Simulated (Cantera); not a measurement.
Input (Python, Cantera) and output of one run.

```python
import numpy as np
import cantera as ct

gas_names = [...]  # 123 gases of nasa_gas.yaml made of C, H, O, Si
cond_names = """
    C(gr) C6H6(L) C7H8(L) C8H18(L),n-octa H2O(s) H2O(L) Si(cr) Si(L) SiC(b) SiO2(Lqz) SiO2(hqz) SiO2(L)
""".split()


# ... load() reads the species with a 1 bar reference pressure and builds the phases ...
atoms = {
    'Si': {'Si': 1},
    'CO2': {'C': 1, 'O': 2},
    'H2': {'H': 2},
}
top_T = {'C(gr)': 4500, 'SiC(b)': 3050}  # K; cautious upper limits of use, not melting points


# ... equilibrate(T, P, feed) seeds the gas with the atoms and calls Mixture.equilibrate('TP', solver="vcs", rtol=1e-11, max_steps=5000) ...
results = []
feed = {'Si': 1, 'CO2': 0.027, 'H2': 130}  # mol
T = 973  # K
P = 1333.22  # Pa
mix = equilibrate(T, P, feed)
results.append((T, P, feed, dict(zip(mix.species_names, mix.species_moles))))
x = sorted(zip(gas.X, gas.species_names), reverse=True)
print(f"T = {T:g} K  P = {P:g} Pa  gas = {mix.phase_moles(0):.4g} mol")
print("   x: " + "  ".join(f"{s} {v:.3e}" for v, s in x if v > 0.001))
print("   condensed (mol): " + ("  ".join(f"{mix.phase(i).name} {mix.phase_moles(i):.4g}"
      for i in range(1, mix.n_phases) if mix.phase_moles(i) > 1e-12) or "none"))
```

It prints:

```
T = 973 K  P = 1333.22 Pa  gas = 130 mol
   x: H2 1.000e+00
   condensed (mol): Si(cr) 0.9461  SiC(b) 0.02693  SiO2(hqz) 0.027
```

Cantera equilibrium calculation (NASA polynomials, part measured and part estimated; ideal gas, pure solids and liquids).
